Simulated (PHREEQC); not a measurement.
# Metal-bearing waste water

Dissolve 0.11 mol CdCl2, 0.031 mol CuCl2 and 0.12 mol H2SO4 per kg of water at 25 °C. Closed to the air; pH follows from the charge balance.

Equilibrium calculation in PHREEQC: ion-association model, wateq4f.dat.

```yaml
pH: 0.92
ionic_strength: 0.359 mol/kgw
activity_of_water: 0.990
total_alkalinity: -240 meq/kg
```

```
species  molality  activity   log γ
-------  --------  --------  ------
Cl-         0.167     0.112  -0.176
H+          0.155     0.120  -0.110
HSO4-      0.0847    0.0583  -0.162
CdCl+      0.0649    0.0474  -0.136
Cu+2       0.0224   0.00616  -0.561
SO4-2      0.0213   0.00498  -0.631
CdCl2      0.0203    0.0221   0.036
Cd+2       0.0156   0.00445  -0.545
CdSO4     0.00588   0.00639   0.036
CuSO4     0.00576   0.00626   0.036
```

This is a speciation only: nothing precipitates in the calculation.
